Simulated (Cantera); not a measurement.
Charge: 1 mol CH3F, 0.31 mol H2, held at 3.80 Pa.

These are equilibrium values from Cantera (NASA tables, ideal gas, pure condensed phases), not measurements of a reactor. Candidate condensed phases: C, C6H6, C7H8, C8H18; 95 gas species. Kinetics and transport are ignored.

x: gas mole fraction; nothing condenses.

| T (K) | x H | x C | x F | x HF | x C2 |
|---|---|---|---|---|---|
| 3148 | 0.646 | 0.168 | 0.171 | 0.00886 | 0.00417 |
| 3198 | 0.645 | 0.171 | 0.173 | 0.00626 | 0.00302 |
| 3248 | 0.644 | 0.174 | 0.174 | 0.00447 | 0.00217 |
| 3298 | 0.644 | 0.175 | 0.175 | … | … |
| 3348 | 0.644 | 0.176 | 0.176 | 0.00233 | 0.00113 |
| 3398 | 0.644 | 0.176 | 0.177 | 0.00170 | 0.000826 |
| 3448 | 0.644 | 0.177 | 0.177 | … | … |
| 3498 | 0.644 | 0.177 | 0.177 | 0.000934 | 0.000448 |
| 3548 | 0.644 | 0.177 | 0.177 | 0.000700 | 0.000334 |

Task: Some entries are withheld; supply them.

Result: 
- 3298, x HF: 0.00321
- 3298, x C2: 0.00157
- 3448, x HF: 0.00126
- 3448, x C2: 0.000606
